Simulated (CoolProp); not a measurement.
Properties of nitrogen along the isobar 3120 kPa (Tc = 126.2 K, pc = 3396 kPa, ω = 0.037).

Model: reference Helmholtz-energy equation of state, Span 2000, in CoolProp.

```csv
T (K),phase,density (kg/m³),isothermal compressibility (1/MPa),conductivity (mW/(m K)),Prandtl number
70.5,liquid,842.7,0.002350,161,2.78
76.7,liquid,816.5,0.002882,149,2.33
82.9,liquid,789.0,0.003590,137,2.03
89.1,liquid,759.9,0.004571,126,1.85
95.3,liquid,728.7,0.006009,114,1.74
101.5,liquid,694.4,0.008286,102,1.69
107.7,liquid,655.5,0.01234,89.8,1.72
113.9,liquid,608.5,0.02120,77.3,1.87
120.1,liquid,543.1,0.05259,64.0,2.35
126.3,gas,154.9,0.9363,24.8,2.36
132.5,gas,120.4,0.5589,19.9,1.39
138.7,gas,104.5,0.4714,18.7,1.16
144.9,gas,93.93,0.4294,18.3,1.05
151.1,gas,86.12,0.4041,18.3,0.979
157.3,gas,79.96,0.3870,18.4,0.933
```

Viscosity comes from a separate model (Lemmon 2004). Thermal conductivity comes from a separate model (Lemmon 2004).
